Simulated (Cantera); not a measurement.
A perfectly stirred reactor is fed with CH4 : O2 : N2 = 0.024 : 0.017 : 1 (molar parts), at 8.20 bar; it is held at 1175 K, and followed from long to short residence time.

Computed with Cantera and GRI-Mech 3.0 (53 species, 325 reactions).

Task: What does this change do: temperature 1175 to 1225 K?

Result: 
```json
[
 {"quantity": "x(CH4) at τ = 9.70 s", "before": "0.0116", "after": "0.0110"},
 {"quantity": "x(O2) at τ = 9.70 s", "before": "0.000942", "after": "0.000643"},
 {"quantity": "x(H2O) at τ = 9.70 s", "before": "0.0158", "after": "0.0159"},
 {"quantity": "x(C2H) at τ = 9.70 s", "before": "<1e-12", "after": "<1e-12"},
 {"quantity": "x(HO2) at τ = 9.70 s", "before": "1.28e-7", "after": "7.61e-8"},
 {"quantity": "x(CH4) at τ = 44.0 ms", "before": "0.0230", "after": "0.0226"},
 {"quantity": "x(O2) at τ = 44.0 ms", "before": "0.0163", "after": "0.0160"},
 {"quantity": "x(H2O) at τ = 44.0 ms", "before": "6.95e-5", "after": "0.000354"},
 {"quantity": "x(C2H) at τ = 44.0 ms", "before": "<1e-12", "after": "<1e-12"},
 {"quantity": "x(HO2) at τ = 44.0 ms", "before": "1.64e-7", "after": "4.26e-7"}
]
```

Task: What does this change do: pressure from 8.20 bar to 1.00 bar?

Result: 
```csv
quantity,before,after
x(CH4) at τ = 9.70 s,0.0116,0.00975
x(O2) at τ = 9.70 s,0.000942,0.00193
x(H2O) at τ = 9.70 s,0.0158,0.0150
x(C2H) at τ = 9.70 s,<1e-12,1.10e-12
x(HO2) at τ = 9.70 s,1.28e-7,1.54e-7
x(CH4) at τ = 44.0 ms,0.0230,0.0230
x(O2) at τ = 44.0 ms,0.0163,0.0163
x(H2O) at τ = 44.0 ms,6.95e-5,3.07e-6
x(C2H) at τ = 44.0 ms,<1e-12,<1e-12
x(HO2) at τ = 44.0 ms,1.64e-7,3.62e-8
```
